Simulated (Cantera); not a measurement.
An isothermal plug-flow reactor at 1200 K and 0.900 bar (inlet), inlet velocity 2.5 m/s, active area per volume 1600 1/m; feed 0.768 % CH₄, 2.29 % O₂, 90.5 % N₂, 6.42 % H₂O.

Cantera simulation using Deutschmann's 1995 Pt surface mechanism with GRI-Mech 3.0 gas chemistry; the numbers are that mechanism's predictions, not measurements. Catalytic surfaces can have several steady states; this one follows from the mechanism file's or the stated starting coverage. Mass transfer to the wall is taken as infinitely fast.

x: gas mole fraction; θ: surface coverage.

| z (m) | x CH₄ | x O₂ | x H₂O | x CO₂ | x CO | θ free Pt | θ O* | θ OH* |
|---|---|---|---|---|---|---|---|---|
| 0.00013 | [?] | 0.0219 | 0.0651 | 0.000473 | 1.33e-5 | 0.548 | 0.449 | 0.00301 |
| 0.00029 | 0.00661 | 0.0208 | 0.0663 | 0.00104 | 1.23e-5 | 0.551 | 0.446 | 0.00303 |
| 0.00062 | [?] | 0.0187 | 0.0684 | 0.00208 | 1.05e-5 | 0.557 | 0.440 | 0.00307 |
| 0.0013 | [?] | 0.0153 | 0.0718 | 0.00378 | 7.50e-6 | 0.569 | 0.428 | 0.00314 |
| 0.0029 | [?] | 0.0107 | 0.0764 | 0.00607 | 3.10e-6 | 0.589 | 0.408 | 0.00321 |
| 0.0062 | [?] | 0.00816 | 0.0790 | 0.00735 | 4.22e-7 | 0.603 | 0.394 | 0.00324 |
| 0.013 | [?] | 0.00777 | 0.0794 | 0.00754 | 2.01e-8 | 0.605 | 0.391 | 0.00325 |

### Question
Some entries are withheld; supply them.

### Answer

- 0.00013, x CH₄: 0.00718
- 0.00062, x CH₄: 0.00554
- 0.0013, x CH₄: 0.00380
- 0.0029, x CH₄: 0.00148
- 0.0062, x CH₄: 0.000185
- 0.013, x CH₄: 2.55e-6
